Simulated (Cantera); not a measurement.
A perfectly stirred reactor is fed with 38.5 % NH3, 61.5 % H2, at 1.00 bar; it is held at 1598 K, and followed from long to short residence time.

Model: the gas-phase N/H chemistry of the illustrative SiF4/NH3 mechanism in the Surface Chemkin manual (1991), integrated in Cantera. Walls and surfaces, which speed up NH3 decomposition in real reactors, are not modelled.

Predict: x(NH3) at τ = 22.0 s; x(H2) at τ = 22.0 s; x(N2H4) at τ = 22.0 s; x(N) at τ = 22.0 s; x(NH2) at τ = 22.0 s; x(NH3) at τ = 61.0 ms; x(H2) at τ = 61.0 ms; x(N2H4) at τ = 61.0 ms; x(N) at τ = 61.0 ms; x(NH2) at τ = 61.0 ms.


| Property | Result |
|---|---|
| x(NH3) at τ = 22.0 s | 0.195 |
| x(H2) at τ = 22.0 s | 0.737 |
| x(N2H4) at τ = 22.0 s | 1.64e-8 |
| x(N) at τ = 22.0 s | 2.35e-9 |
| x(NH2) at τ = 22.0 s | 2.39e-5 |
| x(NH3) at τ = 61.0 ms | 0.383 |
| x(H2) at τ = 61.0 ms | 0.616 |
| x(N2H4) at τ = 61.0 ms | 5.18e-8 |
| x(N) at τ = 61.0 ms | 3.35e-9 |
| x(NH2) at τ = 61.0 ms | 4.24e-5 |
